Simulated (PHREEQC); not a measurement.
Synthetic water in mg/L, 20 °C, pH 6.23, pe 9.5:

```csv
constituent,mg/L
Na,0.0708
K,0.406
Ca,0.789
Mg,0.045
Cl,0.551
S(6) as SO4,0.274
Alkalinity as HCO3,2.11
Ba,0.103
Br,0.00209
Pb,0.029
Zn,0.0236
```

Valence states are taken as typed.

Equilibrium calculation in PHREEQC: ion-association model, wateq4f.dat.

| quantity | before | after |
|---|---|---|
| Pb+2 (mol/kgw) | 1.27e-7 | 3.41e-7 |
| CaSO4 (mol/kgw) | 9.77e-9 | 8.22e-8 |
| CaHCO3+ (mol/kgw) | 7.76e-9 | 6.70e-8 |
| PbCO3 (mol/kgw) | 5.26e-9 | 4.03e-8 |
| SI of Pb(OH)2 (Pb(OH)2) | -2.78 | -2.36 |
| SI of Anglesite (PbSO4) | -4.66 | -3.79 |

**Question.** Name the change that produced these shifts.
A) pH from 6.23 to 5.5 at the same alkalinity
B) Ba from 0.103 to 0.0515 mg/L
C) all concentrations times 3 at the same typed pH

**Answer.** C, all concentrations times 3 at the same typed pH

This is a speciation only: nothing precipitates in the calculation.
